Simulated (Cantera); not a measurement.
An isothermal, constant-pressure homogeneous reactor starts with NO : N2 = 1 : 2.9 (molar parts), at 1900 K and 315 Torr.

Computed with Cantera and GRI-Mech 3.0 (53 species, 325 reactions).

**Question.** Predict: x(NO) at 20.0 s; x(NO2) at 20.0 s; x(N2O) at 20.0 s; x(O) at 20.0 s; x(N2) at 20.0 s; x(O2) at 20.0 s.

**Answer.** 
- x(NO) at 20.0 s: 0.0234 (gas-phase equilibrium 0.00468)
- x(NO2) at 20.0 s: 2.32e-5 (gas-phase equilibrium 4.82e-6)
- x(N2O) at 20.0 s: 3.83e-7 (gas-phase equilibrium 1.81e-7)
- x(O) at 20.0 s: 0.000158 (gas-phase equilibrium 0.000164)
- x(N2) at 20.0 s: 0.860 (gas-phase equilibrium 0.869)
- x(O2) at 20.0 s: 0.116 (gas-phase equilibrium 0.126)
